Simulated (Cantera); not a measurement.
An isothermal, constant-pressure homogeneous reactor starts with CH₄ : H₂ = 1 : 1.4 (molar parts), at 1725 K and 0.638 Torr. Integrator tolerance rtol = 1e-08.

Cantera simulation using GRI-Mech 3.0 (53 species, 325 reactions); the numbers are that mechanism's predictions, not measurements. GRI-Mech 3.0 stops at C3 and has no aromatics, soot or wall deposition, so with more carbon than oxygen in the feed, carbon stays in small species such as C2H2 where larger ones or solid carbon would form. Radical loss at walls, strong at low pressure, is not modelled.

Problem. What does this change do: temperature 1725 to 1150 K?

Solution. 
| quantity | before | after |
|---|---|---|
| x(CH₄) at 5.00 s | 0.0259 (gas-phase equilibrium 2.62e-5) | 0.417 (gas-phase equilibrium 0.0280) |
| x(H₂) at 5.00 s | 0.834 (gas-phase equilibrium 0.847) | 0.583 (gas-phase equilibrium 0.834) |
| x(H) at 5.00 s | 0.00178 (gas-phase equilibrium 0.00591) | 1.52e-8 (gas-phase equilibrium 2.35e-6) |
| x(CH₂) at 5.00 s | 1.87e-6 (gas-phase equilibrium 2.72e-8) | <1e-12 (gas-phase equilibrium 1.87e-12) |
| x(C₂H₆) at 5.00 s | 1.53e-6 (gas-phase equilibrium 5.93e-12) | 1.42e-10 (gas-phase equilibrium 5.23e-7) |

Problem. What does this change do: pressure from 0.638 Torr to 10.00 Torr?

Solution. 
```
quantity                                             before                                     after
-----------------  ----------------------------------------  ----------------------------------------
x(CH₄) at 5.00 s     0.0259 (gas-phase equilibrium 2.62e-5)  0.00208 (gas-phase equilibrium 0.000414)
x(H₂) at 5.00 s         0.834 (gas-phase equilibrium 0.847)       0.850 (gas-phase equilibrium 0.851)
x(H) at 5.00 s      0.00178 (gas-phase equilibrium 0.00591)   0.00148 (gas-phase equilibrium 0.00149)
x(CH₂) at 5.00 s    1.87e-6 (gas-phase equilibrium 2.72e-8)   1.31e-7 (gas-phase equilibrium 2.73e-8)
x(C₂H₆) at 5.00 s  1.53e-6 (gas-phase equilibrium 5.93e-12)   2.36e-8 (gas-phase equilibrium 1.47e-9)
```
